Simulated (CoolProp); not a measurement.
A single-stage vapour-compression cycle with R227EA: evaporating at 292.15 K (dew point), condensing at 329.15 K (bubble point), superheat 0 K, subcooling 5 K, compressor efficiency 0.85, no pressure losses. Each further row changes one setting.

The numbers come from the reference Helmholtz-energy equation of state, Lemmon 2016 in CoolProp.

```json
[
 {"case": "as stated", "cooling COP": "5.21", "pressure ratio": "2.83", "discharge temperature (K)": "329.2", "refrigerating effect (kJ/kg)": "76.0", "volumetric capacity (kJ/m³)": "2280"},
 {"case": "evaporating temperature 297.15 K", "cooling COP": "6.37", "pressure ratio": "2.42", "discharge temperature (K)": "329.2", "refrigerating effect (kJ/kg)": "79.1", "volumetric capacity (kJ/m³)": "2780"},
 {"case": "condensing temperature 324.15 K", "cooling COP": "6.36", "pressure ratio": "…", "discharge temperature (K)": "324.2", "refrigerating effect (kJ/kg)": "82.3", "volumetric capacity (kJ/m³)": "2470"},
 {"case": "subcooling 10 K", "cooling COP": "…", "pressure ratio": "2.83", "discharge temperature (K)": "329.2", "refrigerating effect (kJ/kg)": "82.3", "volumetric capacity (kJ/m³)": "2470"},
 {"case": "superheat 10 K", "cooling COP": "…", "pressure ratio": "2.83", "discharge temperature (K)": "331.8", "refrigerating effect (kJ/kg)": "…", "volumetric capacity (kJ/m³)": "2410"},
 {"case": "compressor efficiency 0.75", "cooling COP": "4.60", "pressure ratio": "2.83", "discharge temperature (K)": "329.2", "refrigerating effect (kJ/kg)": "76.0", "volumetric capacity (kJ/m³)": "2280"}
]
```

Task: What belongs in the gaps?

Result: 
- condensing temperature 324.15 K, pressure ratio: 2.49
- subcooling 10 K, cooling COP: 5.65
- superheat 10 K, cooling COP: 5.40
- superheat 10 K, refrigerating effect (kJ/kg): 84.7

The compression ends wet for: as stated; evaporating temperature 297.15 K; condensing temperature 324.15 K; subcooling 10 K; compressor efficiency 0.75.
